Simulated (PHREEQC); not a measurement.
A made-up water analysis in mmol/kgw, 25 °C, pH 6.75, pe -0.5:

```csv
constituent,mmol/kgw
Na,0.125
K,0.00416
Ca,0.119
Mg,0.0405
Cl,0.0564
S(6),0.0443
Alkalinity (meq/kgw),0.287
Br,0.00025
Li,0.00924
B,0.00163
Zn,0.00938
F,0.000393
Fe(2),0.00355
```

Valence states are taken as typed.

The numbers come from PHREEQC with the ion-association model, phreeqc.dat.

This is a speciation only: nothing precipitates in the calculation.

Q: Estimate the charge-balance error.

A: charge-balance error 5.6 %.

Q: In which forms is S present?

A: SO4-2 97 %, CaSO4 1.6 %, MgSO4 0.7 % of the S.

Real BF4- forms and hydrolyses slowly; the run takes it at equilibrium. Fluoro complexes past AlF4- and FeF3 are missing from the database.
